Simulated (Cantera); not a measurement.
An isothermal, constant-pressure homogeneous reactor starts with 3.85 % C2H6, 96.2 % N2, at 1975 K and 0.0178 atm.

Computed with Cantera and GRI-Mech 3.0 (53 species, 325 reactions). GRI-Mech 3.0 stops at C3 and has no aromatics, soot or wall deposition, so with more carbon than oxygen in the feed, carbon stays in small species such as C2H2 where larger ones or solid carbon would form. Radical loss at walls, strong at low pressure, is not modelled.

Problem. Predict: x(C2H) at 100 s; x(C2H4) at 100 s; x(C2H2) at 100 s; x(CH2) at 100 s.

Solution. 
```
Quantity                                           Result
----------------  ---------------------------------------
x(C2H) at 100 s   2.36e-5 (gas-phase equilibrium 5.19e-6)
x(C2H4) at 100 s  3.45e-7 (gas-phase equilibrium 7.58e-8)
x(C2H2) at 100 s   0.0355 (gas-phase equilibrium 0.00780)
x(CH2) at 100 s   9.21e-9 (gas-phase equilibrium 1.98e-8)
```
